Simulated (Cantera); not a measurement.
Feed: 1 mol Si, 1.6 mol NF3, equilibrated at 850 K and 4.90 Pa.

These are equilibrium values from Cantera (NASA tables, ideal gas, pure condensed phases), not measurements of a reactor. Candidate condensed phases: Si, Si3N4; 16 gas species. Kinetics and transport are ignored.

Base state: SiF4 0.390, N2 0.312, F 0.285, F2 0.0135 (mole fractions); condensed: gas only.

Question: What changes in the equilibrium state with this change: NF3 from 1.6 to 1.1 mol?

Answer: 
```csv
species,before,after
SiF4,0.390,0.656
N2,0.312,0.344
SiF3,<1e-9,1.04e-5
F,0.285,<1e-9
F2,0.0135,<1e-9
"Si3N4(s), mol",0,0.0583
```
The tables' values for SiF3 are old estimates; treat these amounts as uncertain.
